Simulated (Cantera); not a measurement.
Feed: 1 mol H₂S, 0.16 mol SO₂, 3.4 mol H₂, equilibrated at 3.90 Torr.

Method: chemical equilibrium by Gibbs-energy minimisation in Cantera with the NASA 1993 tables (ideal gas, pure condensed phases). Candidate condensed phases: H₂O, H₂SO₄, S; 19 gas species. Equilibrium is a limit: real reactors are often held back by kinetics, nucleation or transport.

x: gas mole fraction; nothing condenses.

```tsv
T (K)	x H₂	x S₂	x H₂O	x H	x SH	x H₂S	x S
1775	0.798	0.0986	0.0625	0.00359	0.0114	0.0213	0.00264
1825	0.797	0.0981	0.0615	0.00545	0.0131	0.0179	0.00394
1875	0.796	0.0968	0.0603	[?]	[?]	[?]	[?]
1925	0.793	0.0948	0.0588	0.0118	0.0165	0.0128	0.00815
1975	0.788	0.0921	0.0571	[?]	[?]	[?]	[?]
2025	0.781	0.0885	0.0550	0.0236	0.0199	0.00925	0.0154
2075	0.772	0.0841	0.0527	0.0325	0.0214	0.00783	0.0205
```

Q: Complete the blanks.

A: 
- 1975, x H: 0.0168
- 1975, x SH: 0.0182
- 1975, x H₂S: 0.0109
- 1975, x S: 0.0113
- 1875, x H: 0.00811
- 1875, x SH: 0.0148
- 1875, x H₂S: 0.0152
- 1875, x S: 0.00573
